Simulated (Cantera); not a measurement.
A perfectly stirred reactor is fed with 50.0 % C2H4, 50.0 % H2, at 0.0550 bar; it is held at 1425 K, and followed from long to short residence time.

Detailed kinetics in Cantera: GRI-Mech 3.0 (53 species, 325 reactions). GRI-Mech 3.0 was tuned for natural gas; its chemistry of ethylene as a main component is partial and can be far from experiment. GRI-Mech 3.0 stops at C3 and has no aromatics, soot or wall deposition, so with more carbon than oxygen in the feed, carbon stays in small species such as C2H2 where larger ones or solid carbon would form.

Q: Predict: x(C2H4) at τ = 0.820 s; x(H2) at τ = 0.820 s; x(CH4) at τ = 0.820 s; x(CH3) at τ = 0.820 s; x(C2H4) at τ = 29.0 ms; x(H2) at τ = 29.0 ms; x(CH4) at τ = 29.0 ms; x(CH3) at τ = 29.0 ms.

A: 
```
Quantity                   Value
----------------------  --------
x(C2H4) at τ = 0.820 s    0.0802
x(H2) at τ = 0.820 s       0.638
x(CH4) at τ = 0.820 s    0.00237
x(CH3) at τ = 0.820 s    1.29e-6
x(C2H4) at τ = 29.0 ms     0.449
x(H2) at τ = 29.0 ms       0.517
x(CH4) at τ = 29.0 ms   0.000143
x(CH3) at τ = 29.0 ms    2.30e-7
```
